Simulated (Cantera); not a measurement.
Charge: 1 mol SiH₄, 3.6 mol HCl, 38 mol N₂, at 1330 Pa.

These are equilibrium values from Cantera (NASA tables, ideal gas, pure condensed phases), not measurements of a reactor. Candidate condensed phases: NH₄Cl, Si, Si₃N₄; 28 gas species. N₂ is the only nitrogen source here; it is nearly inert below about 1500 K, so the nitride shown seldom forms there in practice. Equilibrium is a limit: real reactors are often held back by kinetics, nucleation or transport.

### Question
At 873 K, list the 4 most abundant gas species with their mole fractions, and the condensed phases.

### Answer
N₂ 0.871, HCl 0.0763, H₂ 0.0504, SiCl₄ 0.00189. Condensed: Si₃N₄(s).
